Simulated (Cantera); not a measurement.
A perfectly stirred reactor is fed with CH4 : CO2 = 1 : 2.6 (molar parts), at 5.33 atm; it is held at 1998 K, and followed from long to short residence time.

Model: GRI-Mech 3.0 (53 species, 325 reactions), integrated in Cantera.

Question: Predict: x(CH4) at τ = 0.700 s; x(CO2) at τ = 0.700 s; x(OH) at τ = 0.700 s; x(H) at τ = 0.700 s; x(CH4) at τ = 31.0 ms; x(CO2) at τ = 31.0 ms; x(OH) at τ = 31.0 ms; x(H) at τ = 31.0 ms.

Answer: 
```
Quantity                  Value
---------------------  --------
x(CH4) at τ = 0.700 s  0.000693
x(CO2) at τ = 0.700 s     0.112
x(OH) at τ = 0.700 s    2.76e-5
x(H) at τ = 0.700 s    0.000288
x(CH4) at τ = 31.0 ms   0.00696
x(CO2) at τ = 31.0 ms     0.131
x(OH) at τ = 31.0 ms    3.07e-5
x(H) at τ = 31.0 ms    0.000271
```
